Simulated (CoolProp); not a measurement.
Model: reference Helmholtz-energy equation of state, Fiedler 2023, in CoolProp.

Question: Give the vapour pressure (bar), liquid density (kg/m³), enthalpy of vaporisation (kJ/kg), liquid cp (kJ/(kg K)) of saturated tetrahydrofuran at 321, 372.1 K.

Answer: 
```
T (K)  p (bar)  liquid density (kg/m³)  enthalpy of vaporisation (kJ/kg)  liquid cp (kJ/(kg K))
-----  -------  ----------------------  --------------------------------  ---------------------
321      0.542                     856                               430                   1.81
372.1     2.65                     796                               390                   2.03
```
